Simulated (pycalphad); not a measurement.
Source of the numbers: pycalphad with the COST 507 light-alloy database (1999); pressure 1 atm. The database dates from 1999; later assessments differ in places, in temperatures and in the compounds included. Amounts are mole fractions of atoms.

**Question.** Give the equilibrium state of Sn-38.53Si (wt.%) at 577 °C.

**Answer.** DIAMOND_A4, fraction 0.726, with >99.99 Si wt.%; LIQUID, fraction 0.274, with 0.02 Si wt.%.

DIAMOND_A4 is diamond (Si).
